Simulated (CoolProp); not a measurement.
Properties of CF4 (R14) along the isotherm -101.35 °C.

Values from CoolProp's reference Helmholtz-energy equation of state, Platzer 1990. This equation is an older, rougher fit; its heat capacities, sound speeds and derivatives of the liquid may be far off and weren't checked against measurements.

| p (MPa) | phase | Z | viscosity (µPa s) |
|---|---|---|---|
| 0.0595 | gas | 0.9876 | 10.3 |
| 0.0961 | gas | 0.9798 | 10.3 |
| 0.155 | gas | 0.9670 | 10.4 |
| 0.251 | gas | 0.9453 | 10.5 |
| 0.405 | gas | ___ | 10.7 |
| 0.655 | liquid | ___ | 151 |
| 1.06 | liquid | 0.04492 | 152 |
| 1.71 | liquid | 0.07225 | 153 |
| 2.76 | liquid | ___ | 156 |
| 4.46 | liquid | 0.1863 | ___ |
| 7.21 | liquid | ___ | ___ |
| 11.6 | liquid | ___ | 173 |
| 18.8 | liquid | 0.7508 | ___ |

Question: Complete the blanks.

Answer: 
- 0.405, Z: 0.9080
- 0.655, Z: 0.02781
- 2.76, Z: 0.1161
- 4.46, viscosity (µPa s): 159
- 7.21, Z: 0.2980
- 7.21, viscosity (µPa s): 165
- 11.6, Z: 0.4726
- 18.8, viscosity (µPa s): 186

Viscosity comes from a separate model (Huber 2003), an estimate that may be off by 10 % or more.
